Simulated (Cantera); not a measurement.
**CH3F (fluorocarbon and chlorocarbon gases)**

A closed system holds: 1 mol CH3F, at 0.930 bar.

These are equilibrium values from Cantera (NASA tables, ideal gas, pure condensed phases), not measurements of a reactor. Candidate condensed phases: C, C6H6, C7H8, C8H18; 95 gas species. Rates play no part.

From 1925 °C to 2375 °C the condensed part is C(graphite). The main C-bearing gas is C2H2 (acetylene) throughout. The share of C in condensed phases is highest at 1925 °C (99.5 %) and lowest at 2375 °C (96.2 %).

| T (°C) | log p HF | log p H2 | log p H | log p C2H2 (acetylene) | log p F | n C(graphite) |
|---|---|---|---|---|---|---|
| 1925 | -0.33 | -0.34 | -2.42 | -2.93 | -5.49 | 0.995 |
| 2000 | -0.33 | -0.34 | -2.24 | -2.76 | -5.20 | 0.992 |
| 2075 | -0.33 | -0.34 | -2.08 | -2.60 | -4.94 | 0.989 |
| 2150 | -0.34 | -0.34 | -1.92 | -2.46 | -4.68 | 0.985 |
| 2225 | -0.34 | -0.35 | -1.78 | -2.32 | -4.45 | 0.979 |
| 2300 | -0.34 | -0.36 | -1.64 | -2.19 | -4.22 | 0.971 |
| 2375 | -0.34 | -0.36 | -1.51 | -2.07 | -4.01 | 0.962 |
log p: log10 of the partial pressure in bar; n: condensed amount in mol.
